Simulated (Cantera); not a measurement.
A freely propagating, adiabatic, planar premixed flame of H2 : O2 : N2 = 1 : 0.602 : 2.27 (molar parts), equivalence ratio 0.83, unburnt at 348 K and 0.730 bar; mixture-averaged transport, grid criteria slope 0.08 and curve 0.16, no radiation.

Detailed kinetics in Cantera: the H2/O2 subset of GRI-Mech 3.0, which has no nitrogen chemistry. Burning velocities carry a grid error of a few per cent, more on coarse grids.

Task: Predict: laminar burning velocity; thermal thickness; peak x(H); peak x(OH); peak x(O).

Result: 
```
Property                    Result
------------------------  --------
laminar burning velocity  232 cm/s
thermal thickness         0.538 mm
peak x(H)                   0.0336
peak x(OH)                  0.0139
peak x(O)                   0.0110
```
